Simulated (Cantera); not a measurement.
**Ignition delay**

Mixture: CH4 : H2 : O2 : N2 : H2O = 1 : 0.97 : 1.91 : 5.73 : 0.053 (molar parts), at 120000 Pa, adiabatic and at constant volume. Ignition delay is the time to a rise of 400 K.

Computed with Cantera and GRI-Mech 3.0 (53 species, 325 reactions). Where the delays flatten at high temperature, the 400 K rule measures the pace of heat release, not the induction time.

```json
[
 {"T0 (K)": "1300", "delay (ms)": "0.334"},
 {"T0 (K)": "1350", "delay (ms)": "0.236"},
 {"T0 (K)": "1400", "delay (ms)": "0.171"},
 {"T0 (K)": "1450", "delay (ms)": "0.126"},
 {"T0 (K)": "1500", "delay (ms)": "0.0955"},
 {"T0 (K)": "1550", "delay (ms)": "0.0736"},
 {"T0 (K)": "1600", "delay (ms)": "0.0577"},
 {"T0 (K)": "1650", "delay (ms)": "0.0458"},
 {"T0 (K)": "1700", "delay (ms)": "0.0369"}
]
```

- apparent activation energy between 1600 and 1700 K = 100 kJ/mol
